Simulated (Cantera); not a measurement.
A Cantera script and what it prints.

```python
import numpy as np
import cantera as ct

gas_names = """
    N NO NO2 NO3 N2 N2O O O2 O3 Si SiN SiO SiO2 Si2 Si2N Si3
""".split()
cond_names = """
    Si(cr) Si(L) SiO2(Lqz) SiO2(hqz) SiO2(L) Si2N2O(s) Si3N4(a)
""".split()


# ... load() reads the species with a 1 bar reference pressure and builds the phases ...
atoms = {
    'Si': {'Si': 1},
    'O2': {'O': 2},
    'N2': {'N': 2},
}
top_T = {'Si2N2O(s)': 2100, 'Si3N4(a)': 2400}  # K; cautious upper limits of use, not melting points


# ... equilibrate(T, P, feed) seeds the gas with the atoms and calls Mixture.equilibrate('TP', solver="vcs", rtol=1e-11, max_steps=5000) ...
results = []
feed = {'Si': 1, 'O2': 0.26, 'N2': 170}  # mol
P = 100000  # Pa
for T in [1500, 1550, 1600, 1650, 1700, 1750, 1800, 1850, 1900, 1950, 2000, 2050]:
    mix = equilibrate(T, P, feed)
    results.append((T, P, feed, dict(zip(mix.species_names, mix.species_moles))))
    x = sorted(zip(gas.X, gas.species_names), reverse=True)
    print(f"T = {T:g} K  P = {P:g} Pa  gas = {mix.phase_moles(0):.4g} mol")
    print("   x: " + "  ".join(f"{s} {v:.3e}" for v, s in x if v > 1e-06))
    print("   condensed (mol): " + ("  ".join(f"{mix.phase(i).name} {mix.phase_moles(i):.4g}"
          for i in range(1, mix.n_phases) if mix.phase_moles(i) > 1e-12) or "none"))
```

Result:

```
T = 1500 K  P = 100000 Pa  gas = 169.5 mol
   x: N2 1.000e+00  SiO 2.225e-06
   condensed (mol): SiO2(hqz) 0.01321  Si2N2O(s) 0.4932
T = 1550 K  P = 100000 Pa  gas = 169.5 mol
   x: N2 1.000e+00  SiO 8.128e-06
   condensed (mol): SiO2(hqz) 0.01287  Si2N2O(s) 0.4929
T = 1600 K  P = 100000 Pa  gas = 169.5 mol
   x: N2 1.000e+00  SiO 2.732e-05
   condensed (mol): SiO2(hqz) 0.01179  Si2N2O(s) 0.4918
T = 1650 K  P = 100000 Pa  gas = 169.5 mol
   x: N2 9.999e-01  SiO 8.515e-05
   condensed (mol): SiO2(hqz) 0.008522  Si2N2O(s) 0.4885
T = 1700 K  P = 100000 Pa  gas = 169.6 mol
   x: N2 9.998e-01  SiO 2.359e-04
   condensed (mol): Si2N2O(s) 0.48
T = 1750 K  P = 100000 Pa  gas = 169.6 mol
   x: N2 9.998e-01  SiO 2.359e-04
   condensed (mol): Si2N2O(s) 0.48
T = 1800 K  P = 100000 Pa  gas = 169.6 mol
   x: N2 9.998e-01  SiO 2.360e-04
   condensed (mol): Si2N2O(s) 0.48
T = 1850 K  P = 100000 Pa  gas = 169.6 mol
   x: N2 9.998e-01  SiO 2.364e-04
   condensed (mol): Si2N2O(s) 0.4799
T = 1900 K  P = 100000 Pa  gas = 169.6 mol
   x: N2 9.995e-01  SiO 5.033e-04  Si 1.505e-06
   condensed (mol): Si2N2O(s) 0.4346  Si3N4(a) 0.015
T = 1950 K  P = 100000 Pa  gas = 169.8 mol
   x: N2 9.987e-01  SiO 1.267e-03  Si 4.565e-06  SiN 1.342e-06
   condensed (mol): Si2N2O(s) 0.3049  Si3N4(a) 0.05799
T = 2000 K  P = 100000 Pa  gas = 170.2 mol
   x: N2 9.969e-01  SiO 3.041e-03  Si 1.309e-05  SiN 3.404e-06  Si2N 1.344e-06
   condensed (mol): Si2N2O(s) 0.00245  Si3N4(a) 0.1581
T = 2050 K  P = 100000 Pa  gas = 170.2 mol
   x: N2 9.969e-01  SiO 3.055e-03  Si 3.560e-05  SiN 8.236e-06  Si2N 4.759e-06
   condensed (mol): Si3N4(a) 0.1569
```

These are equilibrium values from Cantera (NASA tables, ideal gas, pure condensed phases), not measurements of a reactor. Mutual solubility and eutectic melting of coexisting phases are not modelled. The tables hold silica as quartz up to 1696 K and as liquid above; real silica turns to tridymite and cristobalite and melts near 1996 K.
